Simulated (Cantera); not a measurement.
A perfectly stirred reactor is fed with CH4 : O2 : N2 : CO2 = 1 : 2 : 7.52 : 0.92 (molar parts), equivalence ratio 1.0, at 760 Torr; it is adiabatic with a 675 K inlet, and is followed from long to short residence time, starting on the burning branch (τ in s: 0.21, 0.094, 0.043, 0.02, 0.0089, 0.0041, 0.0018, 0.00084, 0.00038, 0.00018, 8e-05, 3.6e-05, 1.7e-05).

Model: GRI-Mech 3.0 (53 species, 325 reactions), integrated in Cantera.

Question: What does this change do: inlet temperature 675 to 823 K?

Answer: 
| quantity | before | after |
|---|---|---|
| blow-out, bracketed by the residence times tried | burning at 80.0 µs, out at 36.0 µs | burning at 80.0 µs, out at 36.0 µs |
| x(CH4) at τ = 0.210 s | 1.60e-6 | 1.05e-6 |
| x(O2) at τ = 0.210 s | 0.00811 | 0.0101 |
| x(CO2) at τ = 0.210 s | 0.150 | 0.144 |
| x(OH) at τ = 0.210 s | 0.00374 | 0.00501 |
| x(NO) at τ = 0.210 s | 0.00154 | 0.00251 |
| x(CH4) at τ = 1.80 ms | 7.01e-5 | 5.67e-5 |
| x(O2) at τ = 1.80 ms | 0.0185 | 0.0196 |
| x(CO2) at τ = 1.80 ms | 0.131 | 0.128 |
| x(OH) at τ = 1.80 ms | 0.00693 | 0.00806 |
| x(NO) at τ = 1.80 ms | 0.000141 | 0.000212 |

Question: What does this change do: inlet temperature 675 to 625 K?

Answer: 
| quantity | before | after |
|---|---|---|
| blow-out, bracketed by the residence times tried | burning at 80.0 µs, out at 36.0 µs | burning at 80.0 µs, out at 36.0 µs |
| x(CH4) at τ = 0.210 s | 1.60e-6 | 1.85e-6 |
| x(O2) at τ = 0.210 s | 0.00811 | 0.00754 |
| x(CO2) at τ = 0.210 s | 0.150 | 0.151 |
| x(OH) at τ = 0.210 s | 0.00374 | 0.00338 |
| x(NO) at τ = 0.210 s | 0.00154 | 0.00126 |
| x(CH4) at τ = 1.80 ms | 7.01e-5 | 7.55e-5 |
| x(O2) at τ = 1.80 ms | 0.0185 | 0.0182 |
| x(CO2) at τ = 1.80 ms | 0.131 | 0.132 |
| x(OH) at τ = 1.80 ms | 0.00693 | 0.00657 |
| x(NO) at τ = 1.80 ms | 0.000141 | 0.000125 |
